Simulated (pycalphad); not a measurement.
CALPHAD calculation (pycalphad, COST 507 light-alloy database (1999)), 1 atm. The database dates from 1999; later assessments differ in places, in temperatures and in the compounds included. Phase fractions are per mole of atoms.

**Question.** Give the equilibrium state of Al-0.36Si-0.26C (at.%) at 577 °C.

**Answer.** 
```
T = 850.00 K, P = 101325 Pa, N = 1 mol of atoms
G = -33101 J/mol, H = 15310 J/mol, S = 56.95 J/(mol K)  (SER reference)
chemical potentials (J/mol): Al -32993, Si -34408, C -72307
phase             fraction      x(Al)      x(Si)       x(C)
FCC_A1              0.9941     0.9968     0.0032   6.22e-13
AL8SIC7             0.0059     0.5000     0.0625     0.4375
```

**Question.** Give the equilibrium state of Al-0.36Si-0.26C (at.%) at 297 °C.

**Answer.** fcc, fraction 0.991, with 0.05 Si, <0.01 C at.%; AL8SIC7, fraction 0.006, with 6.2 Si, 43.8 C at.%; diamond (Si), fraction 0.003, with >99.99 Si, <0.01 C at.%.

Database names, with the compositions (at.%) that they take in these runs: AL8SIC7: Al 50 C 44 Si 6. FCC_A1 is fcc.
